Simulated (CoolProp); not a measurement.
R21 along the isobar 3.93 MPa: fugacity coefficient from the reference equation and from simpler models built on Tc = 179.6 °C, pc = 5.289 MPa, ω = 0.206; each cubic takes its own stable root.

Values from CoolProp's reference Helmholtz-energy equation of state, Platzer 1990. This equation is an older, rougher fit; its heat capacities, sound speeds and derivatives of the liquid may be far off and weren't checked against measurements.

```tsv
T (°C)	phase	reference	van der Waals	Redlich-Kwong	Peng-Robinson
-29.85	liquid	0.004899	0.06938	0.008947	0.005103
2.95	liquid	0.02232	0.1389	0.03598	0.02254
35.75	liquid	0.06884	0.2378	0.09880	0.06866
68.55	liquid	0.1615	0.3635	0.2095	0.1607
101.45	liquid	0.3113	0.5103	0.3701	0.3103
134.25	liquid	0.5158	0.6677	0.5681	0.5131
167.05	gas	0.7238	0.7629	0.7326	0.7095
199.85	gas	0.7891	0.8033	0.7854	0.7693
```
